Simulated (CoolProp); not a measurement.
Saturation properties of nitrous oxide (Tc = 36.4 °C, pc = 72.45 bar, ω = 0.161).

The numbers come from the reference Helmholtz-energy equation of state, Lemmon 2006 in CoolProp. It is a short technical equation, of lower accuracy than the large ones.

```tsv
T (°C)	p (bar)	vapour density (kg/m³)	surface tension (mN/m)
-35.05	11.14	28.83	12.1
-31.75	12.44	32.17	11.5
-28.35	13.89	35.92	10.8
-25.05	15.41	39.91	10.1
-21.65	17.10	44.40	9.44
-18.35	18.87	49.16	8.80
-15.05	20.77	54.37	8.16
-11.65	22.86	60.24	7.52
-8.35	25.04	66.48	6.90
-4.95	27.44	73.55	6.27
-1.65	29.92	81.11	5.68
1.65	32.56	89.44	5.09
```

It boils at -88.5 °C under 1 atm.

Surface tension comes from a separate correlation (Mulero 2012).
